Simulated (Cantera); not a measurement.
NO annealing gas

An isothermal, constant-pressure homogeneous reactor starts with NO : N2 = 1 : 0.1 (molar parts), at 2175 K and 1.00 bar.

Cantera simulation using GRI-Mech 3.0 (53 species, 325 reactions); the numbers are that mechanism's predictions, not measurements.

```json
[
 {"t (s)": "0.000200", "x NO": "0.908", "x NO2": "0.000282", "x O2": "0.000262", "x N2": "0.0913", "x N2O": "0.000326", "x O": "0.000296"},
 {"t (s)": "0.000582", "x NO": "0.904", "x NO2": "0.000359", "x O2": "0.00168", "x N2": "0.0928", "x N2O": "0.000408", "x O": "0.000369"},
 {"t (s)": "0.00169", "x NO": "0.895", "x NO2": "0.000392", "x O2": "0.00615", "x N2": "0.0973", "x N2O": "0.000403", "x O": "0.000401"},
 {"t (s)": "0.00493", "x NO": "0.869", "x NO2": "0.000466", "x O2": "0.0192", "x N2": "0.110", "x N2O": "0.000374", "x O": "0.000479"},
 {"t (s)": "0.0144", "x NO": "0.794", "x NO2": "0.000600", "x O2": "0.0566", "x N2": "0.148", "x N2O": "0.000302", "x O": "0.000650"},
 {"t (s)": "0.0418", "x NO": "0.603", "x NO2": "0.000691", "x O2": "0.152", "x N2": "0.244", "x N2O": "0.000166", "x O": "0.000954"},
 {"t (s)": "0.122", "x NO": "0.278", "x NO2": "0.000449", "x O2": "0.314", "x N2": "0.406", "x N2O": "3.35e-5", "x O": "0.00132"},
 {"t (s)": "0.354", "x NO": "0.0591", "x NO2": "0.000111", "x O2": "0.424", "x N2": "0.515", "x N2O": "1.99e-6", "x O": "0.00151"},
 {"t (s)": "1.03", "x NO": "0.0168", "x NO2": "3.23e-5", "x O2": "0.445", "x N2": "0.537", "x N2O": "6.92e-7", "x O": "0.00155"},
 {"t (s)": "3.00", "x NO": "0.0144", "x NO2": "2.77e-5", "x O2": "0.446", "x N2": "0.538", "x N2O": "6.63e-7", "x O": "0.00155"}
]
```
x: mole fraction; the columns are a selection and need not sum to one.

Equilibrium at this temperature and pressure: NO 0.0144, NO2 2.76e-5, O2 0.446, N2 0.538, N2O 6.63e-7, O 0.00155 (gas phase only).
